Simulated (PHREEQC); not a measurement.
Synthetic water in mg/L, 25 °C, pH 1.97, pe 8.6:

| constituent | mg/L |
|---|---|
| Na | 40.3 |
| K | 0.0811 |
| Ca | 27.2 |
| Mg | 34.6 |
| Cl | 42.2 |
| S(6) as SO4 | 1270 |
| N(5) as NO3 | 3.38 |
| Zn | 8.81 |
| Fe(3) | 0.114 |
| Al | 0.0733 |
| Pb | 0.16 |

Valence states are taken as typed.

The numbers come from PHREEQC with the ion-association model, phreeqc.dat.

Q: The ionic strength comes out as 0.0282 mol/kgw. What activity coefficients do FeSO4+, HSO4-, K+, Mg+2, Cl- get?

A: FeSO4+ 0.86, HSO4- 0.85, K+ 0.85, Mg+2 0.55, Cl- 0.85.

No solid was allowed to form. Saturation is exceeded, for instance for Hematite (slow to form); the values hold only as long as no solid forms.
